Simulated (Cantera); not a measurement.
# Ignition delay

Mixture: 6.38 % CH4, 19.6 % O2, 74.0 % N2, at 4.30 bar, adiabatic and at constant pressure. Ignition delay is the time to a rise of 400 K.

Model: GRI-Mech 3.0 (53 species, 325 reactions), integrated in Cantera.

| T0 (K) | delay (ms) |
|---|---|
| 1200 | 9.42 |
| 1300 | 2.72 |
| 1400 | 0.883 |
| 1500 | 0.321 |
| 1600 | 0.131 |
| 1700 | 0.0597 |

The apparent activation energy between 1500 and 1700 K is 180 kJ/mol.
